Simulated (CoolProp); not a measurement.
Vapour-liquid equilibrium of n-heptane (1) + ethylbenzene (2) at 0.133 MPa; x and y are mole fractions of (1).

Computed with CoolProp (multi-fluid Helmholtz-energy mixture model, Span 2003 and Zhou 2012; pair parameters Bell 2016).

| x | bubble temperature, mixture model (K) | bubble temperature, Raoult's law (K) | y, mixture model | y, Raoult's law |
|---|---|---|---|---|
| 0.05 | (withheld) | 416.7 | (withheld) | 0.122 |
| 0.2 | 405.7 | 408.5 | 0.430 | 0.403 |
| 0.35 | 398.7 | 401.7 | 0.605 | 0.599 |
| 0.5 | 393.4 | 395.8 | 0.728 | 0.739 |
| 0.65 | (withheld) | 390.7 | 0.822 | 0.843 |
| 0.8 | (withheld) | 386.3 | (withheld) | 0.921 |
| 0.95 | 382.1 | 382.3 | 0.976 | 0.983 |

**Question.** What belongs in the gaps?

**Answer.** 
- 0.05, bubble temperature, mixture model (K): 415.5
- 0.05, y, mixture model: 0.142
- 0.65, bubble temperature, mixture model (K): 389.1
- 0.8, bubble temperature, mixture model (K): 385.4
- 0.8, y, mixture model: 0.903

The largest gap from Raoult's law is -3.0 K in bubble temperature, at x = 0.35. No azeotrope shows between x = 0.05 and 0.95.

Pair parameters are fitted to limited data, so mixtures are less certain than the pure fluids.
